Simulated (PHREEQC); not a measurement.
## Spent oxide etchant (model solution)

Consider water at 25 °C with 0.013 mol/kgw NH4HF2, 0.014 mol/kgw H2SiF6 and 0.013 mol/kgw NH4HSO4. Closed to the air; pH follows from the charge balance.

The numbers come from PHREEQC with the ion-association model, phreeqc.dat.

No solid was allowed to form.

**Question.** Estimate the pH, ionic strength, density.

**Answer.** pH 1.71; ionic strength 0.0684 mol/kgw; density 1.000 g/cm³.

**Question.** In which forms is S present?

**Answer.** SO4-2 47 %, HSO4- 47 %, NH4SO4- 6.2 % of the S.

Complexes and solids missing from the database can't appear. SiF6-2 is the database's only silicon fluoride.
